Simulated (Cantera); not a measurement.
FeS + H2 (hydrogen reduction and annealing atmospheres)

Feed: 1 mol FeS, 4.4 mol H2, at 650 K and 100000 Pa.

These are equilibrium values from Cantera (NASA tables, ideal gas, pure condensed phases), not measurements of a reactor. Candidate condensed phases: Fe, FeS, FeS2, S; 8 gas species. FeS: taken at fixed stoichiometry. Rates play no part.

| Property | Value |
|---|---|
| x(H2) | 1.000 |
| x(H2S) | 1.52e-5 |
| n(FeS(s)) | 1.000 mol |
| gas amount | 4.400 mol |
| log10 activity of S(l) (absent) | -8.30 |
